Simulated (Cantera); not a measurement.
A freely propagating, adiabatic, planar premixed flame of CH₄ : C₂H₆ : C₃H₈ : O₂ : N₂ = 1 : 0.11 : 0.74 : 6.08 : 22.9 (molar parts), equivalence ratio 1.0, unburnt at 700 K and 5.00 bar; mixture-averaged transport, grid criteria slope 0.08 and curve 0.16, no radiation.

Cantera simulation using GRI-Mech 3.0 (53 species, 325 reactions); the numbers are that mechanism's predictions, not measurements. GRI-Mech 3.0 was tuned for natural gas; its chemistry of propane as a main component is partial and can be far from experiment. Burning velocities carry a grid error of a few per cent, more on coarse grids.

x: mole fraction of selected species; z is measured from the peak of heat release.

| z (mm) | T (K) | u (m/s) | x CH₄ | x C₂H₆ | x C₃H₈ | x OH | x H₂O₂ | x O |
|---|---|---|---|---|---|---|---|---|
| -0.214 | 700 | 1.36 | 0.0324 | 0.00356 | 0.0240 | <1e-8 | 3.79e-8 | <1e-8 |
| -0.142 | 702 | 1.36 | 0.0323 | 0.00356 | 0.0239 | <1e-8 | 4.01e-7 | <1e-8 |
| -0.107 | 709 | 1.38 | 0.0320 | 0.00355 | 0.0239 | <1e-8 | ___ | <1e-8 |
| -0.0712 | 757 | 1.48 | 0.0308 | 0.00350 | 0.0235 | 3.48e-7 | 1.05e-5 | <1e-8 |
| -0.0356 | 1076 | 2.15 | 0.0240 | 0.00317 | 0.0174 | 2.35e-5 | 4.97e-5 | 2.93e-6 |
| -0.0178 | 1470 | 3.00 | 0.0156 | 0.00195 | 0.00616 | 0.000299 | 3.46e-5 | 7.30e-5 |
| 0 | 1875 | 3.89 | 0.00498 | 0.000175 | 0.000159 | 0.00241 | 3.61e-6 | 0.000771 |
| 0.0178 | 2072 | 4.30 | 0.000513 | 9.03e-7 | 9.75e-8 | 0.00668 | 1.02e-6 | 0.00254 |
| 0.0356 | 2146 | 4.43 | ___ | <1e-8 | <1e-8 | 0.00913 | ___ | 0.00357 |
| 0.0712 | 2231 | 4.57 | 7.47e-8 | <1e-8 | <1e-8 | 0.00990 | 5.61e-7 | 0.00336 |
| 0.142 | 2324 | 4.73 | <1e-8 | <1e-8 | <1e-8 | 0.00917 | 4.26e-7 | 0.00237 |
| 0.285 | 2408 | 4.88 | <1e-8 | <1e-8 | <1e-8 | 0.00778 | 3.27e-7 | 0.00145 |
| 0.570 | 2467 | 4.98 | <1e-8 | <1e-8 | <1e-8 | 0.00651 | 2.68e-7 | 0.000907 |

Q: Complete the blanks.

A: 
- -0.107, x H₂O₂: 1.76e-6
- 0.0356, x CH₄: 2.66e-5
- 0.0356, x H₂O₂: 7.16e-7
